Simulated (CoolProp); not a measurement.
Vapour-liquid equilibrium of carbon dioxide (1) + CH3F (R41) (2) at 238.8 K; x and y are mole fractions of (1).

Model: multi-fluid Helmholtz-energy mixture model, Span 1996 and Lemmon 2006; pair parameters Bell 2016, in CoolProp.

**Question.** Give the bubble pressure and the first vapour's composition at x = 0.25, 0.35, 0.75. Is there an azeotrope?

**Answer.** x = 0.25: 825.7 kPa, y = 0.341; x = 0.35: 873.0 kPa, y = 0.455; x = 0.75: 1079 kPa, y = 0.829. No azeotrope shows between x = 0.05 and 0.95.

The pair parameters rest on a limited set of measurements; away from them the model extrapolates.
